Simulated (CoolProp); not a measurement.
Octamethylcyclotetrasiloxane (D4) at several states: fugacity coefficient from the reference equation and from simpler models built on Tc = 586.5 K, pc = 1.347 MPa, ω = 0.598; each cubic takes its own stable root.

Computed with CoolProp (reference Helmholtz-energy equation of state, Thol 2015).

| T (K) | p (MPa) | phase | reference | van der Waals | Soave-Redlich-Kwong | Peng-Robinson |
|---|---|---|---|---|---|---|
| 366 | 1.37 | liquid | 0.005439 | 0.1224 | 0.005622 | 0.005843 |
| 493.2 | 4.06 | liquid | 0.08604 | 0.2187 | 0.09115 | 0.08553 |
| 467.4 | 0.108 | gas | 0.9345 | 0.9594 | 0.9382 | 0.9348 |
| 514.6 | 3.39 | liquid | 0.1371 | 0.2701 | 0.1452 | 0.1369 |
